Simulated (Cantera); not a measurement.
Ignition delay

Mixture: 7.47 % CH4, 1.08 % H2, 19.2 % O2, 72.2 % N2, equivalence ratio 0.81, at 5.00 bar, adiabatic and at constant pressure. Ignition delay is the time to a rise of 400 K.

Computed with Cantera and GRI-Mech 3.0 (53 species, 325 reactions).

```csv
T0 (K),delay (ms)
1300,0.923
1375,0.475
1450,0.249
1525,0.135
1600,0.0763
1675,0.0451
1750,0.0278
1825,0.0179
1900,0.0120
```

```json
{
 "apparent activation energy between 1750 and 1900 K": "160 kJ/mol"
}
```
